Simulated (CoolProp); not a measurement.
Computed with CoolProp (reference Helmholtz-energy equation of state, Lemmon 2006). It is a short technical equation, of lower accuracy than the large ones.

Problem. For n-decane, give the phase and the density (kg/m³), cv (kJ/(kg K)), expansivity (1/kK), Prandtl number at 442.3 K and 0.375 MPa; 593.3 K and 0.375 MPa.

Solution. 
- 442.3 K and 0.375 MPa: liquid; density 609, cv 2.35, expansivity 1.49, Prandtl number 6.11
- 593.3 K and 0.375 MPa: gas; density 11.7, cv 2.80, expansivity 2.30, Prandtl number 0.794

Viscosity comes from a separate model (Huber 2004). Thermal conductivity comes from a separate model (Huber 2005).
